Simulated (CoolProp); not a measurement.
Properties of CH2F2 (R32) along the isotherm 161.85 °C (Tc = 78.1 °C, pc = 57.83 bar, ω = 0.277).

Model: reference Helmholtz-energy equation of state, Tillner-Roth 1997, in CoolProp.

| p (bar) | phase | Z | cv (kJ/(kg K)) | Joule-Thomson coefficient (K/MPa) | conductivity (mW/(m K)) | Prandtl number |
|---|---|---|---|---|---|---|
| 16.1 | gas | ___ | 0.9073 | 7.590 | 28.7 | 0.750 |
| 32.1 | gas | 0.8991 | 0.9321 | 7.360 | 30.9 | 0.760 |
| 48.2 | gas | 0.8471 | 0.9578 | 7.093 | ___ | 0.788 |
| 64.3 | supercritical | ___ | 0.9839 | 6.769 | 35.6 | ___ |
| 80.3 | supercritical | 0.7432 | 1.009 | 6.370 | 38.5 | 0.890 |
| 96.4 | supercritical | 0.6934 | 1.033 | 5.870 | ___ | 0.964 |
| 112 | supercritical | ___ | 1.053 | 5.287 | 46.4 | 1.05 |
| 129 | supercritical | 0.6094 | 1.068 | 4.568 | 51.6 | 1.14 |
| 145 | supercritical | 0.5819 | ___ | 3.874 | 56.6 | 1.22 |

Fill in the missing entries.


- 16.1, Z: 0.9500
- 48.2, conductivity (mW/(m K)): 33.1
- 64.3, Z: 0.7947
- 64.3, Prandtl number: 0.831
- 96.4, conductivity (mW/(m K)): 42.2
- 112, Z: 0.6494
- 145, cv (kJ/(kg K)): 1.077

Viscosity comes from a separate model (Bell 2016), an estimate that may be off by 10 % or more. Thermal conductivity comes from a separate model (Huber 2003), an estimate that may be off by 10 % or more.
